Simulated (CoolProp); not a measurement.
A Linde-Hampson liquefier for normal hydrogen: isothermal reversible compression at 250 K from 1 atm to 40 MPa, throttling to 1 atm, return gas leaving the recuperator 10 K below the feed. Each further row changes one setting.

The numbers come from the reference Helmholtz-energy equation of state, Leachman 2009 in CoolProp.

```tsv
case	compression work (kJ/kg of gas)
as stated	6450
high pressure 80 MPa	7480
warm-end temperature 280 K	7200
warm-end gap 15 K	6450
```
